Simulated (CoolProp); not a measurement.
Saturation properties of n-hexane (Tc = 507.8 K, pc = 3.044 MPa, ω = 0.300).

The numbers come from the reference Helmholtz-energy equation of state, Thol 2019 in CoolProp.

| T (K) | p (MPa) | liquid cp (kJ/(kg K)) | vapour Z | liquid viscosity (µPa s) |
|---|---|---|---|---|
| 285.3 | 0.01120 | 2.221 | 0.9900 | 339 |
| 291.5 | 0.01499 | 2.246 | 0.9876 | 318 |
| 297.7 | 0.01977 | 2.271 | 0.9848 | 299 |
| 303.9 | 0.02574 | 2.297 | 0.9816 | 282 |
| 310.1 | 0.03308 | 2.324 | 0.9779 | 265 |
| 316.3 | 0.04203 | 2.351 | 0.9738 | 251 |
| 322.5 | 0.05282 | 2.380 | 0.9691 | 237 |
| 328.7 | 0.06571 | 2.408 | 0.9640 | 224 |
| 334.9 | 0.08098 | 2.438 | 0.9583 | 212 |
| 341 | 0.09860 | 2.467 | 0.9521 | 201 |
| 347.2 | 0.1195 | 2.498 | 0.9452 | 191 |
| 353.4 | 0.1436 | 2.530 | 0.9378 | 182 |

It boils at 341.9 K under 1 atm.

Viscosity comes from a separate model (Michailidou 2013).
